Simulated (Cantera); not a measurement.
# NO annealing gas

An isothermal, constant-pressure homogeneous reactor starts with NO : N2 = 1 : 5.8 (molar parts), at 2175 K and 323 Torr.

Cantera simulation using GRI-Mech 3.0 (53 species, 325 reactions); the numbers are that mechanism's predictions, not measurements.

| t (s) | x NO | x NO2 | x O2 | x N2 | x O | x N2O |
|---|---|---|---|---|---|---|
| 2.00e-5 | 0.147 | 1.06e-8 | 1.46e-9 | 0.853 | 7.05e-7 | 6.74e-7 |
| 6.54e-5 | 0.147 | 8.74e-8 | 1.61e-8 | 0.853 | 2.40e-6 | 2.06e-6 |
| 0.000214 | 0.147 | 5.34e-7 | 1.90e-7 | 0.853 | 8.86e-6 | 5.47e-6 |
| 0.000700 | 0.147 | 2.55e-6 | 2.59e-6 | 0.853 | 3.56e-5 | 1.01e-5 |
| 0.00229 | 0.147 | 8.87e-6 | 3.74e-5 | 0.853 | 0.000121 | 1.12e-5 |
| 0.00749 | 0.146 | 1.56e-5 | 0.000362 | 0.853 | 0.000218 | 1.09e-5 |
| 0.0245 | 0.143 | 1.84e-5 | 0.00174 | 0.855 | 0.000259 | 1.04e-5 |
| 0.0801 | 0.133 | 2.41e-5 | 0.00668 | 0.860 | 0.000355 | 8.90e-6 |
| 0.262 | 0.0984 | 2.96e-5 | 0.0240 | 0.877 | 0.000576 | 4.78e-6 |
| 0.857 | 0.0305 | 1.39e-5 | 0.0578 | 0.911 | 0.000855 | 6.68e-7 |
| 2.80 | 0.00775 | 3.84e-6 | 0.0692 | 0.922 | 0.000929 | 2.96e-7 |
| 9.17 | 0.00744 | 3.69e-6 | 0.0693 | 0.922 | 0.000930 | 2.94e-7 |
| 30.0 | 0.00744 | 3.69e-6 | 0.0693 | 0.922 | 0.000930 | 2.94e-7 |
x: mole fraction; the columns are a selection and need not sum to one.

Equilibrium at this temperature and pressure: NO 0.00744, NO2 3.69e-6, O2 0.0693, N2 0.922, O 0.000930, N2O 2.94e-7 (gas phase only).
